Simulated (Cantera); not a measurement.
Input: 1 mol B2H6, 0.21 mol H2O, 3.2 mol N2, at 30.0 Pa.

Cantera equilibrium calculation (NASA polynomials, part measured and part estimated; ideal gas, pure solids and liquids). Candidate condensed phases: B, BN, B2O3, B3O3H3, H2O; 39 gas species. The feed counts by its element totals alone. N2 is the only nitrogen source here; it is nearly inert below about 1500 K, so the nitride shown seldom forms there in practice. The numbers say what is thermodynamically allowed, not how fast it happens.

Question: At 1498 K, list the 7 most abundant gas species with their mole fractions, and the condensed phases.

Answer: H2 0.568, N2 0.409, HBO 0.0118, B2O3 0.00492, HBO2 0.00350, B2O2 0.00182, H 0.000747. Condensed: BN(s).
